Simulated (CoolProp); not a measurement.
The fluid at 487.19 K and 11.1 MPa is throttled through a valve to 1.54 MPa with no heat exchange. The same conditions are run with several fluids, on thermodynamics alone (safety and materials aside).

Computed with CoolProp (reference Helmholtz-energy equation of state of each fluid (propylene: Lemmon 2013; sulfur dioxide: Gao 2016; nitrous oxide: Lemmon 2006; R115: Lemmon 2016; methane: Setzmann 1991)).

Task: Rank propylene, sulfur dioxide, nitrous oxide, R115, methane by temperature change (K), highest first.

Result: methane (-11.2), nitrous oxide (-34.5), R115 (-37.8), propylene (-49.3), sulfur dioxide (-112.7)

```tsv
fluid	final density (kg/m³)
propylene	19.1
sulfur dioxide	36.1
nitrous oxide	18.4
R115	68.6
methane	6.25
```
